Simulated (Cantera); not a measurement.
Input: 1 mol Si, a varied amount of Br₂, 5.8 mol N₂, equilibrated at 0.0350 bar.

Method: chemical equilibrium by Gibbs-energy minimisation in Cantera with the NASA 1993 tables (ideal gas, pure condensed phases). Candidate condensed phases: Br₂, Si, Si₃N₄; 13 gas species. N₂ is the only nitrogen source here; it is nearly inert below about 1500 K, so the nitride shown seldom forms there in practice. The tables' values for SiBr₃ are old estimates. Rates play no part.

What condenses at these points (T in K, n(Br₂) in mol): (1048, 4.7); (748, 5.5); (948, 3.3); (1348, 4.7); (848, 1.9)?


```json
[
 {"T (K)": "1048", "n(Br₂) in mol": "4.7", "condensed phases": "gas only", "Si condensed (%)": "0.0"},
 {"T (K)": "748", "n(Br₂) in mol": "5.5", "condensed phases": "gas only", "Si condensed (%)": "0.0"},
 {"T (K)": "948", "n(Br₂) in mol": "3.3", "condensed phases": "gas only", "Si condensed (%)": "0.0"},
 {"T (K)": "1348", "n(Br₂) in mol": "4.7", "condensed phases": "gas only", "Si condensed (%)": "0.0"},
 {"T (K)": "848", "n(Br₂) in mol": "1.9", "condensed phases": "Si₃N₄", "Si condensed (%)": "5.0"}
]
```
